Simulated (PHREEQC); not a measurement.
A solution holds 0.0029 mol H2SO4 and 0.027 mol CuSO4 per kg of water, at 20 °C. Closed to the air; pH follows from the charge balance.

Computed with PHREEQC (ion-association model, phreeqc.dat).

```tsv
quantity	before	after
pH	2.53	2.82
ionic strength (mol/kgw)	0.0707	0.0655
SO4-2 (mol/kgw)	0.0172	0.0151
HSO4- (mol/kgw)	0.00231	0.00396
```

Question: What was changed between the two runs?
(A) H2SO4 from 0.0029 to 0.0058 mol/kgw
(B) CuSO4 left out
(C) temperature from 20 to 75 °C
(D) H2SO4 from 0.0029 to 0.00261 mol/kgw

Answer: C, temperature from 20 to 75 °C

Precipitation was switched off in this run. At this temperature some constants are extrapolated from 25 °C, and those without enthalpy data are left unchanged.
